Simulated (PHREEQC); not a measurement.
Make-up at 25 °C: 0.064 mol NH3, 8.4e-05 mol NaAlO2 and 0.00061 mol (CH3)4NCl per kg of water. Closed to the air; pH follows from the charge balance.

Computed with PHREEQC (ion-association model, phreeqc.dat).

Precipitation was switched off in this run.

What pH does the model give?

pH 11.02.

In which forms is N present?

NH3 98 %, NH4+ 1.7 % of the N.

Species that the database lacks are ignored. (CH3)4N+ isn't in the database: it is added as a free cation with an ion size of 4 Å.
